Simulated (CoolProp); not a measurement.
Saturated liquid density (kg/m³) of R1336mzz(Z): the reference equation beside estimates from Tc = 171.3 °C, pc = 2.904 MPa, ω = 0.386. Rackett uses Z = 0.29056 − 0.08775 ω.

Computed with CoolProp (reference Helmholtz-energy equation of state, McLinden 2020).

```
T (°C)  reference  Rackett  van der Waals
------  ---------  -------  -------------
62.95        1260     1246          697.6
67.95        1245     1231          689.4
72.85        1230     1216          681.2
77.75        1214     1200          672.7
82.75        1198     1184          663.8
87.65        1182     1168          654.8
92.55        1165     1151          645.5
97.45        1148     1134          635.9
102.45       1130     1116          625.8
107.35       1111     1097          615.5
112.25       1092     1078          604.8
117.25       1072     1058          593.3
122.15       1050     1037          581.6
127.05       1028     1015          569.3
```

Absolute difference from the reference over all 14 rows, mean and median: Rackett 1.2 and 1.2 %, van der Waals 44.6 and 44.6 %.
